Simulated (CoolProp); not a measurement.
A single-stage vapour-compression cycle with isobutane: evaporating at 241.15 K (dew point), condensing at 303.15 K (bubble point), superheat 2 K, subcooling 2 K, compressor efficiency 0.65, no pressure losses. Each further row changes one setting.

Computed with CoolProp (reference Helmholtz-energy equation of state, Bücker 2006).

| case | cooling COP | pressure ratio | discharge temperature (K) | refrigerating effect (kJ/kg) | volumetric capacity (kJ/m³) |
|---|---|---|---|---|---|
| as stated | 1.94 | 9.53 | 329.0 | 248 | 310 |
| evaporating temperature 246.15 K | 2.21 | 7.57 | 325.8 | 255 | 394 |
| condensing temperature 298.15 K | 2.18 | 8.26 | 323.5 | 261 | 325 |
| subcooling 7 K | 2.03 | 9.53 | 329.0 | 260 | 325 |
| superheat 12 K | 1.97 | 9.53 | 339.5 | 263 | 314 |
| compressor efficiency 0.55 | 1.64 | 9.53 | 341.1 | 248 | 310 |
